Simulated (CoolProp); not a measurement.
A single-stage vapour-compression cycle with vinyl chloride: evaporating at 219.15 K (dew point), condensing at 283.15 K (bubble point), superheat 0 K, subcooling 8 K, compressor efficiency 0.8, no pressure losses. Each further row changes one setting.

Model: reference Helmholtz-energy equation of state, Thol 2022, in CoolProp.

```tsv
case	cooling COP	pressure ratio	discharge temperature (K)	refrigerating effect (kJ/kg)	volumetric capacity (kJ/m³)
as stated	2.26	18.1	379.1	304	143
evaporating temperature 224.15 K	2.57	13.4	368.0	308	190
condensing temperature 278.15 K	(withheld)	15.2	369.1	312	146
subcooling 13 K	2.32	18.1	379.1	312	146
superheat 10 K	2.23	18.1	(withheld)	312	(withheld)
compressor efficiency 0.7	1.98	18.1	397.6	304	143
```

**Question.** What belongs in the gaps?

**Answer.** 
- condensing temperature 278.15 K, cooling COP: 2.50
- superheat 10 K, discharge temperature (K): 391.3
- superheat 10 K, volumetric capacity (kJ/m³): 140
